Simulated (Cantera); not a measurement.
Cantera run, input and output.

```python
import numpy as np
import cantera as ct

gas = ct.Solution("gri30.yaml")
gas.TPX = 625, 101325, {'CH4': 1, 'C2H6': 0.13, 'O2': 5.34, 'N2': 20.1}
inlet = ct.Reservoir(gas, clone=True)
gas.equilibrate("HP")  # start burning
reactor = ct.IdealGasConstPressureReactor(gas, energy="on", clone=False)
exhaust = ct.Reservoir(gas, clone=True)
tau = [0.38, 0.11, 0.032, 0.0092, 0.0027, 0.00077, 0.00022, 6.5e-05, 1.9e-05, 5.4e-06][0]
for a, b in ((inlet, reactor), (reactor, exhaust)):
    ct.MassFlowController(a, b, mdot=lambda t: reactor.mass / tau)
net = ct.ReactorNet([reactor])
show = ['CH4', 'C2H6', 'O2', 'H2O', 'CH2CO', 'C2H4']

rows = []
print(f"{'tau/s':>10s}{'T/K':>9s}" + "".join(f"{s:>11s}" for s in show))
for tau in [0.38, 0.11, 0.032, 0.0092, 0.0027, 0.00077, 0.00022, 6.5e-05, 1.9e-05, 5.4e-06]:
    net.initial_time = 0.0
    net.advance(30 * tau)
    before = gas.X
    net.advance(40 * tau)
    drift = np.max(np.abs(gas.X - before) / (gas.X + 1e-9))
    rows.append([gas.T, *gas[show].X, drift])
    print(f"{tau:10.3e}{gas.T:9.1f}" + "".join(f"{x:11.3e}" for x in gas[show].X))
```

Output:

```
     tau/s      T/K        CH4       C2H6         O2        H2O      CH2CO       C2H4
 3.800e-01   1667.9  4.607e-06  1.458e-07  1.082e-01  8.942e-02  2.676e-07  4.796e-07
 1.100e-01   1665.1  1.025e-05  3.404e-07  1.082e-01  8.924e-02  6.165e-07  1.027e-06
 3.200e-02   1659.4  2.247e-05  7.637e-07  1.082e-01  8.893e-02  1.292e-06  1.983e-06
 9.200e-03   1647.6  5.004e-05  1.702e-06  1.084e-01  8.840e-02  2.445e-06  3.412e-06
 2.700e-03   1623.9  1.148e-04  3.843e-06  1.091e-01  8.749e-02  4.141e-06  5.128e-06
 7.700e-04   1572.8  3.114e-04  1.016e-05  1.113e-01  8.582e-02  7.171e-06  7.705e-06
 2.200e-04    625.0  3.764e-02  4.893e-03  2.010e-01  2.057e-15  2.846e-18  2.507e-17
 6.500e-05    625.0  3.764e-02  4.893e-03  2.010e-01  8.693e-19  1.202e-21  1.900e-20
 1.900e-05    625.0  3.764e-02  4.893e-03  2.010e-01  2.839e-20  3.918e-23  1.239e-21
 5.400e-06    625.0  3.764e-02  4.893e-03  2.010e-01  1.599e-21  2.202e-24  1.045e-22
```

Detailed kinetics in Cantera: GRI-Mech 3.0 (53 species, 325 reactions).
